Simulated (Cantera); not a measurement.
An adiabatic, constant-volume homogeneous reactor starts with CH₄ : CO : O₂ : N₂ = 1 : 0.032 : 3.36 : 12.6 (molar parts), equivalence ratio 0.60, at 1773 K and 1.01 bar. Integrator tolerance rtol = 1e-08.

Cantera simulation using GRI-Mech 3.0 (53 species, 325 reactions); the numbers are that mechanism's predictions, not measurements.

Q: What does this change do: initial temperature 1773 to 1300 K?

A: 
```tsv
quantity	before	after
time of steepest temperature rise	0.122 ms	8.64 ms
temperature at 5.00 s	2789 K	2598 K
equilibrium temperature	2789 K	2598 K
x(CH₄) at 5.00 s	<1e-12 (gas-phase equilibrium <1e-12)	<1e-12 (gas-phase equilibrium <1e-12)
x(CO) at 5.00 s	0.0179 (gas-phase equilibrium 0.0179)	0.00828 (gas-phase equilibrium 0.00828)
x(O₂) at 5.00 s	0.0695 (gas-phase equilibrium 0.0695)	0.0711 (gas-phase equilibrium 0.0711)
x(CH₃) at 5.00 s	<1e-12 (gas-phase equilibrium <1e-12)	<1e-12 (gas-phase equilibrium <1e-12)
x(NO) at 5.00 s	0.0199 (gas-phase equilibrium 0.0199)	0.0152 (gas-phase equilibrium 0.0152)
x(OH) at 5.00 s	0.0214 (gas-phase equilibrium 0.0214)	0.0128 (gas-phase equilibrium 0.0128)
x(H₂) at 5.00 s	0.00596 (gas-phase equilibrium 0.00596)	0.00264 (gas-phase equilibrium 0.00264)
```
